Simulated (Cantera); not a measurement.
Input: 1 mol Fe₃O₄, 2.4 mol C, 0.091 mol CO, 2 mol CH₄.

Equilibrium computed with Cantera from the NASA thermochemical tables; the gas is ideal and each condensed phase is pure. Candidate condensed phases: C, C₆H₆, C₇H₈, C₈H₁₈, Fe, Fe(CO)₅, FeO, Fe(OH)₂, Fe(OH)₃, Fe₂O₃, Fe₃O₄, H₂O; 114 gas species. Iron dissolves carbon and melts from about 1420 K in contact with it, which pure phases cannot show. Condensed phases not in the tables: cementite and carbon dissolved in iron. Equilibrium is a limit: real reactors are often held back by kinetics, nucleation or transport.

**Question.** What condenses at these points (T in K, P in Pa): (2073, 1700); (1923, 1700); (2023, 130); (1998, 1700); (1998, 6000)?

**Answer.** 
```tsv
T (K)	P in Pa	condensed phases	Fe condensed (%)
2073	1700	C + Fe	86.5
1923	1700	C + Fe	97.6
2023	130	C	0.0
1998	1700	C + Fe	94.2
1998	6000	C + Fe	98.4
```
